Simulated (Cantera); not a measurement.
Cantera run:

```python
import numpy as np
import cantera as ct

gas_names = """
    Cu CuF CuF2 Cu2 F F2 H HF H2 H2F2 H3F3 H4F4 H5F5 H6F6 H7F7
""".split()
cond_names = """
    Cu(cr) Cu(L) CuF2(s) CuF2(L)
""".split()


# ... load() reads the species with a 1 bar reference pressure and builds the phases ...
atoms = {
    'CuF2': {'Cu': 1, 'F': 2},
    'H2': {'H': 2},
}
top_T = {}  # K; cautious upper limits of use, not melting points


# ... equilibrate(T, P, feed) seeds the gas with the atoms and calls Mixture.equilibrate('TP', solver="vcs", rtol=1e-11, max_steps=5000) ...
results = []
feed = {'CuF2': 1, 'H2': 0.84}  # mol
P = 150  # Pa
for T in [648, 848, 1048, 1248, 1448, 1648, 1848, 2048]:
    mix = equilibrate(T, P, feed)
    results.append((T, P, feed, dict(zip(mix.species_names, mix.species_moles))))
    x = sorted(zip(gas.X, gas.species_names), reverse=True)
    print(f"T = {T:g} K  P = {P:g} Pa  gas = {mix.phase_moles(0):.4g} mol")
    print("   x: " + "  ".join(f"{s} {v:.3e}" for v, s in x if v > 1e-06))
    print("   condensed (mol): " + ("  ".join(f"{mix.phase(i).name} {mix.phase_moles(i):.4g}"
          for i in range(1, mix.n_phases) if mix.phase_moles(i) > 1e-12) or "none"))
```

Output:

```
T = 648 K  P = 150 Pa  gas = 1.68 mol
   x: HF 1.000e+00
   condensed (mol): Cu(cr) 0.84  CuF2(s) 0.16
T = 848 K  P = 150 Pa  gas = 1.68 mol
   x: HF 9.999e-01  CuF 4.306e-05  CuF2 3.247e-05
   condensed (mol): Cu(cr) 0.84  CuF2(s) 0.1599
T = 1048 K  P = 150 Pa  gas = 1.797 mol
   x: HF 9.347e-01  CuF 3.319e-02  CuF2 3.207e-02
   condensed (mol): Cu(cr) 0.8102  CuF2(s) 0.07254
T = 1248 K  P = 150 Pa  gas = 1.984 mol
   x: HF 8.469e-01  CuF 1.449e-01  CuF2 8.225e-03  Cu 2.937e-05
   condensed (mol): Cu(cr) 0.6963
T = 1448 K  P = 150 Pa  gas = 2.003 mol
   x: HF 8.385e-01  CuF 1.587e-01  Cu 2.211e-03  CuF2 4.867e-04  F 4.261e-06
   condensed (mol): Cu(L) 0.6765
T = 1648 K  P = 150 Pa  gas = 2.111 mol
   x: HF 7.955e-01  CuF 1.516e-01  Cu 5.266e-02  H2 9.142e-05  CuF2 5.058e-05  Cu2 4.891e-05  H 2.198e-05  F 1.388e-05
   condensed (mol): Cu(L) 0.5683
T = 1848 K  P = 150 Pa  gas = 2.678 mol
   x: HF 6.258e-01  Cu 2.520e-01  CuF 1.210e-01  H2 6.119e-04  H 3.386e-04  Cu2 2.403e-04  F 7.301e-05  CuF2 1.476e-05
   condensed (mol): none
T = 2048 K  P = 150 Pa  gas = 2.682 mol
   x: HF 6.250e-01  Cu 2.532e-01  CuF 1.195e-01  F 1.159e-03  H 8.962e-04  H2 2.402e-04  Cu2 7.002e-05  CuF2 2.709e-05
   condensed (mol): none
```

Equilibrium computed with Cantera from the NASA thermochemical tables; the gas is ideal and each condensed phase is pure. Mutual solubility and eutectic melting of coexisting phases are not modelled.
